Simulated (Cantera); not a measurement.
A closed system holds: 1 mol HgO, 0.32 mol O₂, 19 mol H₂, at 0.920 bar.

Method: chemical equilibrium by Gibbs-energy minimisation in Cantera with the NASA 1993 tables (ideal gas, pure condensed phases). Candidate condensed phases: H₂O, Hg, HgO; 10 gas species. Rates play no part. All values below are at 850 K.

Base state: H₂ 0.868, H₂O 0.0820, Hg 0.0500 (mole fractions); condensed: gas only.

Task: What changes in the equilibrium state with this change: HgO replaced by Hg?

Result: 
| species | before | after |
|---|---|---|
| H₂ | 0.868 | 0.918 |
| Hg | 0.0500 | 0.0500 |
| H₂O | 0.0820 | 0.0320 |
